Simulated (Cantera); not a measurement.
# Gas activation for diamond growth

An isothermal, constant-pressure homogeneous reactor starts with 0.443 % CH₄, 98.5 % H₂, 1.08 % O₂, equivalence ratio 46, at 2725 K and 1330 Pa.

Computed with Cantera and GRI-Mech 3.0 (53 species, 325 reactions). Radical loss at walls, strong at low pressure, is not modelled.

```json
[
 {"t (s)": "2.00e-6", "x CH₄": "0.00441", "x H₂": "0.985", "x O₂": "0.0108", "x H₂O": "1.75e-7", "x H": "3.08e-5", "x CO₂": "4.49e-12"},
 {"t (s)": "1.62e-5", "x CH₄": "0.00434", "x H₂": "0.984", "x O₂": "0.0108", "x H₂O": "3.53e-5", "x H": "0.000353", "x CO₂": "1.80e-9"},
 {"t (s)": "0.000131", "x CH₄": "0.00401", "x H₂": "0.978", "x O₂": "0.00960", "x H₂O": "0.00233", "x H": "0.00514", "x CO₂": "3.77e-7"},
 {"t (s)": "0.00106", "x CH₄": "0.00205", "x H₂": "0.939", "x O₂": "2.22e-6", "x H₂O": "0.0210", "x H": "0.0355", "x CO₂": "2.73e-6"},
 {"t (s)": "0.00861", "x CH₄": "0.000183", "x H₂": "0.914", "x O₂": "1.23e-7", "x H₂O": "0.0187", "x H": "0.0639", "x CO₂": "6.03e-6"},
 {"t (s)": "0.0697", "x CH₄": "6.65e-12", "x H₂": "0.836", "x O₂": "5.54e-7", "x H₂O": "0.0152", "x H": "0.144", "x CO₂": "1.10e-5"},
 {"t (s)": "0.565", "x CH₄": "<1e-12", "x H₂": "0.607", "x O₂": "5.50e-6", "x H₂O": "0.0114", "x H": "0.376", "x CO₂": "9.94e-6"},
 {"t (s)": "4.57", "x CH₄": "<1e-12", "x H₂": "0.571", "x O₂": "6.99e-6", "x H₂O": "0.0107", "x H": "0.412", "x CO₂": "9.70e-6"},
 {"t (s)": "37.0", "x CH₄": "<1e-12", "x H₂": "0.571", "x O₂": "6.99e-6", "x H₂O": "0.0107", "x H": "0.412", "x CO₂": "9.70e-6"},
 {"t (s)": "300", "x CH₄": "<1e-12", "x H₂": "0.571", "x O₂": "6.99e-6", "x H₂O": "0.0107", "x H": "0.412", "x CO₂": "9.70e-6"}
]
```
x: mole fraction; the columns are a selection and need not sum to one.

Equilibrium at this temperature and pressure: CH₄ <1e-12, H₂ 0.571, O₂ 6.99e-6, H₂O 0.0107, H 0.412, CO₂ 9.70e-6 (gas phase only).
